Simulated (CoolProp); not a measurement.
A simple Rankine cycle with n-hexane: condensing at 312.15 K, boiler at 0.262 MPa, turbine inlet 415.6 K, turbine efficiency 0.75, pump efficiency 0.8, no recuperator. Each further row changes one setting.

Computed with CoolProp (reference Helmholtz-energy equation of state, Thol 2019).

| case | thermal efficiency (%) | net work (kJ/kg) | heat in (kJ/kg) | turbine exit temperature (K) | volume ratio over the turbine |
|---|---|---|---|---|---|
| as stated | 9.9 | ___ | 552 | 386.1 | ___ |
| turbine inlet 435.6 K | ___ | 57.9 | 598 | 406.3 | 7.14 |
| condensing temperature 304.15 K | 11.1 | 63.4 | 571 | 381.7 | 9.80 |
| boiler pressure 0.183 MPa | 8.2 | ___ | 555 | 391.9 | 4.98 |
| turbine efficiency 0.65 | 8.6 | 47.4 | 552 | 389.6 | 7.24 |

Task: Some entries are withheld; supply them.

Result: 
- as stated, net work (kJ/kg): 54.8
- as stated, volume ratio over the turbine: 7.17
- turbine inlet 435.6 K, thermal efficiency (%): 9.7
- boiler pressure 0.183 MPa, net work (kJ/kg): 45.8
